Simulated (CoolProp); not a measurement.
Vapour-liquid equilibrium of diethyl ether (1) + n-hexane (2) at 413.9 K; x and y are mole fractions of (1).

Model: multi-fluid Helmholtz-energy mixture model, Thol 2014 and Thol 2019; pair parameters Bell 2016, in CoolProp.

### Question
Give the bubble pressure and the first vapour's composition at x = 0.05, 0.65, 0.95. Is there an azeotrope?

### Answer
x = 0.05: 6.769 bar, y = 0.106; x = 0.65: 12.01 bar, y = 0.769; x = 0.95: 14.63 bar, y = 0.970. No azeotrope shows between x = 0.05 and 0.95.

The pair parameters rest on a limited set of measurements; away from them the model extrapolates.
